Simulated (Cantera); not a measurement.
## Reactions in the system I-Mg-O

Standard-state values (1 bar) from the NASA 1993 polynomials, evaluated with Cantera. Values are per mole of reaction as written; species without (g) are pure solids or liquids, kept so even where they would boil at 1 bar.

2 MgO + 2 I2(g) ⇌ O2(g) + 2 MgI2

```tsv
T (K)	ΔH° (kJ)	ΔS° (J/K)	ΔG° (kJ)	log10 K	condensed phases
300	343.8	-110.5	377.0	-65.63	MgO(s), MgI2(s)
848	359.5	-80.9	428.2	-26.37	MgO(s), MgI2(s)
898	361.1	-79.1	432.2	-25.14	MgO(s), MgI2(s)
948	422.4	-11.6	433.4	-23.88	MgO(s), MgI2(l)
998	425.2	-8.7	433.9	-22.71	MgO(s), MgI2(l)
1048	428.1	-5.9	434.3	-21.64	MgO(s), MgI2(l)
1098	430.9	-3.3	434.5	-20.67	MgO(s), MgI2(l)
1148	433.7	-0.8	434.6	-19.77	MgO(s), MgI2(l)
1198	436.4	1.5	434.6	-18.95	MgO(s), MgI2(l)
1248	439.2	3.8	434.4	-18.18	MgO(s), MgI2(l)
1298	441.9	5.9	434.2	-17.47	MgO(s), MgI2(l)
1348	444.5	7.9	433.9	-16.81	MgO(s), MgI2(l)
```
